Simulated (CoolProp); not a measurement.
Vapour-liquid equilibrium of R143a (1) + R1234yf (2) at 0.0547 bar; x and y are mole fractions of (1).

Model: multi-fluid Helmholtz-energy mixture model, Lemmon and Jacobsen 2000 and Lemmon 2022; pair parameters Bell 2016, in CoolProp.

```json
[
 {"x": "0.05", "bubble temperature (K)": "191.8", "y at the bubble point": "0.151", "dew temperature at overall composition x (K)": "192.8", "liquid density (mol/L)": "12.38"},
 {"x": "0.2", "bubble temperature (K)": "[?]", "y at the bubble point": "0.452", "dew temperature at overall composition x (K)": "191.2", "liquid density (mol/L)": "[?]"},
 {"x": "0.35", "bubble temperature (K)": "[?]", "y at the bubble point": "0.633", "dew temperature at overall composition x (K)": "189.6", "liquid density (mol/L)": "13.24"},
 {"x": "0.5", "bubble temperature (K)": "183.7", "y at the bubble point": "0.755", "dew temperature at overall composition x (K)": "187.6", "liquid density (mol/L)": "[?]"},
 {"x": "0.65", "bubble temperature (K)": "[?]", "y at the bubble point": "0.847", "dew temperature at overall composition x (K)": "185.5", "liquid density (mol/L)": "14.14"},
 {"x": "0.8", "bubble temperature (K)": "[?]", "y at the bubble point": "[?]", "dew temperature at overall composition x (K)": "183.0", "liquid density (mol/L)": "14.63"},
 {"x": "0.95", "bubble temperature (K)": "[?]", "y at the bubble point": "0.981", "dew temperature at overall composition x (K)": "180.1", "liquid density (mol/L)": "15.14"}
]
```

### Question
Fill in the missing entries.

### Answer

- 0.2, bubble temperature (K): 188.3
- 0.2, liquid density (mol/L): 12.81
- 0.35, bubble temperature (K): 185.7
- 0.5, liquid density (mol/L): 13.68
- 0.65, bubble temperature (K): 182.1
- 0.8, bubble temperature (K): 180.7
- 0.8, y at the bubble point: 0.920
- 0.95, bubble temperature (K): 179.4

No azeotrope shows between x = 0.05 and 0.95.

The pair parameters rest on a limited set of measurements; away from them the model extrapolates.
